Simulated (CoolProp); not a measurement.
The numbers come from the reference Helmholtz-energy equation of state, Thol 2017 in CoolProp.

Q: Give the vapour pressure (MPa), liquid density (kg/m³), vapour density (kg/m³), liquid cp (kJ/(kg K)) of saturated octamethyltrisiloxane (MDM) at 433.9 K.

A: 
```csv
T (K),p (MPa),liquid density (kg/m³),vapour density (kg/m³),liquid cp (kJ/(kg K))
433.9,0.125,665,8.98,2.14
```
